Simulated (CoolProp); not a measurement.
A single-stage vapour-compression cycle with R410A: evaporating at 218.15 K (dew point), condensing at 266.15 K (bubble point), superheat 0 K, subcooling 2 K, compressor efficiency 0.7, no pressure losses. Each further row changes one setting.

Values from CoolProp's reference Helmholtz-energy equation of state, Lemmon 2003. It is a pseudo-pure fit of the blend.

| case | cooling COP | pressure ratio | discharge temperature (K) | refrigerating effect (kJ/kg) | volumetric capacity (kJ/m³) |
|---|---|---|---|---|---|
| as stated | 2.61 | 7.59 | 328.1 | 211 | 737 |
| evaporating temperature 223.15 K | 3.05 | 5.86 | 319.4 | 214 | 951 |
| condensing temperature 261.15 K | 2.99 | 6.39 | 318.2 | 218 | 763 |
| subcooling 7 K | 2.70 | 7.59 | 328.1 | 218 | 763 |
| superheat 10 K | 2.57 | 7.59 | 341.1 | 219 | 725 |
| compressor efficiency 0.6 | 2.24 | 7.59 | 342.6 | 211 | 737 |
